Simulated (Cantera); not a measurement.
Charge: 1 mol C2F6, a varied amount of F2, 4 mol H2, equilibrated at 2425 K and 0.000520 bar.

Method: chemical equilibrium by Gibbs-energy minimisation in Cantera with the NASA 1993 tables (ideal gas, pure condensed phases). Candidate condensed phases: C, C6H6, C7H8, C8H18; 95 gas species. The feed counts by its element totals alone. The numbers say what is thermodynamically allowed, not how fast it happens.

x: gas mole fraction; n: condensed amount in mol.

```tsv
n(F2) (mol)	x HF	x F	x H	x H2	x CF	x CF2	x C2H2 (acetylene)	n C(graphite)
0.018	0.780	0.00489	0.168	0.0458	0.000126	2.42e-6	0.000358	1.98
0.029	0.782	0.00494	0.167	0.0451	0.000127	2.48e-6	0.000352	1.98
0.046	0.786	0.00503	0.164	0.0439	0.000129	2.57e-6	0.000342	1.98
0.074	0.791	0.00518	0.161	0.0419	0.000133	2.73e-6	0.000327	1.98
0.12	0.800	0.00545	0.155	0.0388	0.000140	3.01e-6	0.000303	1.99
0.19	0.814	0.00590	0.145	0.0342	0.000152	3.53e-6	…	1.99
0.3	0.835	0.00676	0.130	0.0275	0.000174	4.63e-6	…	1.99
0.47	0.867	0.00862	0.106	0.0182	0.000222	7.54e-6	…	1.99
0.74	0.912	0.0147	0.0655	0.00696	0.000377	2.18e-5	…	1.99
1.2	0.920	0.0612	0.0158	0.000407	0.00157	0.000380	…	1.97
1.9	0.810	0.177	0.00481	3.75e-5	0.00456	0.00319	…	1.91
```

Some entries are withheld; supply them.


- 0.19, x C2H2 (acetylene): 0.000267
- 0.3, x C2H2 (acetylene): 0.000214
- 0.47, x C2H2 (acetylene): 0.000142
- 0.74, x C2H2 (acetylene): 5.43e-5
- 1.2, x C2H2 (acetylene): 3.18e-6
- 1.9, x C2H2 (acetylene): 2.93e-7
